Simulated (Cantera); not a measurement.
A Cantera script and what it prints.

```python
import numpy as np
import cantera as ct

gas_names = """
    CL CL2 H HCL H2 N NH NH2 NH3 N2 N2H2 N2H4 Si SiCL SiCL2 SiCL3 SiCL4 SiH SiHCL3 SiH2 SiH2CL2 SiH3
    SiH3CL SiH4 SiN Si2 Si2N Si3
""".split()
cond_names = """
    NH4CL(a) NH4CL(b) Si(cr) Si(L) Si3N4(a)
""".split()


# ... load() reads the species with a 1 bar reference pressure and builds the phases ...
atoms = {
    'SiHCl3': {'Si': 1, 'H': 1, 'CL': 3},
    'N2': {'N': 2},
    'H2': {'H': 2},
}
top_T = {'Si3N4(a)': 2400}  # K; cautious upper limits of use, not melting points


# ... equilibrate(T, P, feed) seeds the gas with the atoms and calls Mixture.equilibrate('TP', solver="vcs", rtol=1e-11, max_steps=5000) ...
results = []
feed = {'SiHCl3': 1, 'N2': 52, 'H2': 0.73}  # mol
T = 1200  # K
P = 13332.2  # Pa
mix = equilibrate(T, P, feed)
results.append((T, P, feed, dict(zip(mix.species_names, mix.species_moles))))
print(gas.report(threshold=0.0001))
for i in range(1, mix.n_phases):
    print(f"{mix.phase(i).name:16s} {mix.phase_moles(i):12.5e} mol")
```

It prints:

```
       temperature   1200 K
          pressure   13332 Pa
           density   0.038614 kg/m^3
  mean mol. weight   28.897 kg/kmol
   phase of matter   gas

                          1 kg             1 kmol
                     ---------------   ---------------
          enthalpy        7.5432e+05        2.1798e+07  J
   internal energy        4.0905e+05         1.182e+07  J
           entropy            8771.5        2.5347e+05  J/K
    Gibbs function       -9.7715e+06       -2.8237e+08  J
 heat capacity c_p            1175.2             33960  J/K
 heat capacity c_v            887.47             25645  J/K

                      mass frac. Y      mole frac. X     chem. pot. / RT
                     ---------------   ---------------   ---------------
               HCL          0.044605          0.035355           -39.369
                H2        0.00035586         0.0051009           -25.271
                N2           0.92527           0.95444           -27.416
             SiCL3        0.00051042        0.00010972           -94.466
             SiCL4          0.029094         0.0049489            -121.2
     [  +23 minor]        0.00016445        4.1049e-05

Si(cr)            0.00000e+00 mol
Si3N4(a)          2.41586e-01 mol
```

Method: chemical equilibrium by Gibbs-energy minimisation in Cantera with the NASA 1993 tables (ideal gas, pure condensed phases). N2 is the only nitrogen source here; it is nearly inert below about 1500 K, so the nitride shown seldom forms there in practice. The tables' values for SiCl3 are old estimates; treat these amounts as uncertain.
